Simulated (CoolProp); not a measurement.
Toluene along the isobar 0.309 MPa: Z from the reference equation and from simpler models built on Tc = 318.6 °C, pc = 4.126 MPa, ω = 0.266; each cubic takes its own stable root.

Values from CoolProp's reference Helmholtz-energy equation of state, Lemmon 2006. It is a short technical equation, of lower accuracy than the large ones.

| T (°C) | phase | reference | van der Waals | Redlich-Kwong | Soave-Redlich-Kwong | Peng-Robinson |
|---|---|---|---|---|---|---|
| 142.25 | liquid | 0.01105 | 0.9466 | 0.9273 | 0.01239 | 0.01094 |
| 151.95 | liquid | 0.01096 | 0.9494 | 0.9320 | 0.01231 | 0.01086 |
| 161.75 | gas | 0.9169 | 0.9521 | 0.9364 | 0.9294 | 0.9258 |
| 171.45 | gas | 0.9236 | 0.9546 | 0.9403 | 0.9341 | 0.9305 |
| 181.15 | gas | 0.9295 | 0.9569 | 0.9439 | 0.9385 | 0.9349 |
| 190.95 | gas | 0.9348 | 0.9590 | 0.9473 | 0.9425 | 0.9389 |
| 200.65 | gas | 0.9395 | 0.9610 | 0.9504 | 0.9461 | 0.9426 |
| 210.35 | gas | 0.9437 | 0.9629 | 0.9532 | 0.9495 | 0.9460 |

At some of these states van der Waals, Redlich-Kwong gives the other phase, because its saturation line lies elsewhere.
